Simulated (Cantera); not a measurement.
Cantera run, input and output.

```python
import numpy as np
import cantera as ct

gas = ct.Solution("h2o2.yaml")


def delay(T, t_max=10):
    gas.TPX = T, 101325, {'H2': 1, 'O2': 0.641, 'N2': 4.17}
    reactor = ct.IdealGasReactor(gas, clone=False)
    net = ct.ReactorNet([reactor])
    net.rtol, net.atol = 1e-8, 1e-16
    while net.time < t_max:
        t_old, T_old = net.time, reactor.T
        net.step()
        if reactor.T > T + 400:  # ignition: a rise of 400 K
            return t_old + (T + 400 - T_old) / (reactor.T - T_old) * (net.time - t_old)
    return np.nan


taus = []
for T in [1323, 1373, 1423, 1473, 1523, 1573]:
    taus.append(delay(T))
    print(f"T0 = {T:6g} K   tau = {taus[-1]:.4e} s")
```

It prints:

```
T0 =   1323 K   tau = 4.0868e-05 s
T0 =   1373 K   tau = 3.5527e-05 s
T0 =   1423 K   tau = 3.1851e-05 s
T0 =   1473 K   tau = 2.9381e-05 s
T0 =   1523 K   tau = 2.7819e-05 s
T0 =   1573 K   tau = 2.6965e-05 s
```

Model: the H2/O2 subset of GRI-Mech 3.0, which has no nitrogen chemistry, integrated in Cantera. Where the delays flatten at high temperature, the 400 K rule measures the pace of heat release, not the induction time.
